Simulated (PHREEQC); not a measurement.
Consider water at 82 °C with 0.12 mol KH2PO4, 0.00012 mol HCl and 6.8e-05 mol H4SiO4 per kg of water. Closed to the air; pH follows from the charge balance.

Equilibrium calculation in PHREEQC: ion-association model, wateq4f.dat.

Q: The ionic strength comes out as 0.121 mol/kgw. What activity coefficients do K+, H2PO4-, KHPO4-, HPO4-2, Cl- get?

A: K+ 0.73, H2PO4- 0.76, KHPO4- 0.76, HPO4-2 0.31, Cl- 0.73.

No solid was allowed to form. H3PO4, which wateq4f.dat lacks, is added to it with the constant of phreeqc.dat. Away from 25 °C the constants follow the database's enthalpies or fits; those with neither stay at their 25 °C values.
